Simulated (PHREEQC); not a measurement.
A solution holds 2.2 mmol/kgw ZnCl2 and 64 mmol/kgw MnSO4, at 25 °C. Closed to the air; pH follows from the charge balance.

All values are PHREEQC results (ion-association model, wateq4f.dat), not measurements.

Each row changes one thing in this solution. This is a speciation only: nothing precipitates in the calculation.

| case | pH | ionic strength (mol/kgw) |
|---|---|---|
| as made | 6.21 | 0.151 |
| MnSO4 left out | 5.85 | 0.00656 |
| MnSO4 replaced by MgSO4 at the same molality | 6.29 | 0.135 |
| temperature from 25 to 80 °C | 5.63 | 0.115 |
| ZnCl2 left out | 6.39 | 0.147 |
| temperature from 25 to 30 °C | 6.15 | 0.147 |

At this temperature some constants are extrapolated from 25 °C, and those without enthalpy data are left unchanged.
